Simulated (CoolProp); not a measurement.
Vapour-liquid equilibrium of sulfur hexafluoride (1) + CH2F2 (R32) (2) at 7.08 bar; x and y are mole fractions of (1).

The numbers come from the multi-fluid Helmholtz-energy mixture model, Guder 2009 and Tillner-Roth 1997; pair parameters Bell 2016 in CoolProp.

Give the bubble temperature and the first vapour's composition at x = 0.35, 0.75, 0.95. Is there an azeotrope?

x = 0.35: 245.3 K, y = 0.609; x = 0.75: 245.3 K, y = 0.657; x = 0.95: 250.2 K, y = 0.861. y crosses x between x = 0.55 and 0.65: the model has an azeotrope there.

Pair parameters are fitted to limited data, so mixtures are less certain than the pure fluids. With so large a gap from Raoult's law the liquid may split in two, which this calculation doesn't test in full.
